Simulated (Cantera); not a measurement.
# Equilibrium for carbon deposition, reforming and gasification: CH4 + O2

A closed system holds: 1 mol CH4, 0.11 mol O2, held at 2448 K and 0.100 bar.

Cantera equilibrium calculation (NASA polynomials, part measured and part estimated; ideal gas, pure solids and liquids). Candidate condensed phases: C, C6H6, C7H8, C8H18, H2O; 110 gas species. The numbers say what is thermodynamically allowed, not how fast it happens.

```
Quantity                 Result
--------------------  ---------
x(H2)                     0.839
x(CO)                    0.0962
x(H)                     0.0577
x(C2H2 (acetylene))     0.00725
x(C2H)                  3.20e-5
x(C4H2)                 2.59e-5
x(CH3)                  1.44e-5
x(CH4)                  1.15e-5
x(C2H2 (vinylidene))    4.72e-6
n(C(graphite))        0.746 mol
gas amount            2.286 mol
```
